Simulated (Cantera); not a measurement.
An isothermal, constant-pressure homogeneous reactor starts with N2O : H2 : N2 = 1 : 0.036 : 4.2 (molar parts), at 1025 K and 0.987 atm.

Model: GRI-Mech 3.0 (53 species, 325 reactions), integrated in Cantera. GRI-Mech 3.0 was tuned for natural gas; its chemistry of N2O as a main component is partial and can be far from experiment. The mechanism lacks the step 2 NO + O2 → 2 NO2, which can matter for NO2 below about 1400 K. The temperature is held fixed by assumption; the heat of reaction is taken as removed at once.

Problem. Predict: x(N2O) at 3.00 s; x(H2) at 3.00 s; x(H2O2) at 3.00 s; x(OH) at 3.00 s; x(NO) at 3.00 s; x(H2O) at 3.00 s.

Solution. 
```json
{
 "x(N2O) at 3.00 s": "0.177 (gas-phase equilibrium 2.41e-9)",
 "x(H2) at 3.00 s": "1.42e-9 (gas-phase equilibrium 3.95e-12)",
 "x(H2O2) at 3.00 s": "3.08e-9 (gas-phase equilibrium 7.03e-12)",
 "x(OH) at 3.00 s": "8.14e-7 (gas-phase equilibrium 3.71e-8)",
 "x(NO) at 3.00 s": "0.000258 (gas-phase equilibrium 2.80e-5)",
 "x(H2O) at 3.00 s": "0.00685 (gas-phase equilibrium 0.00630)"
}
```
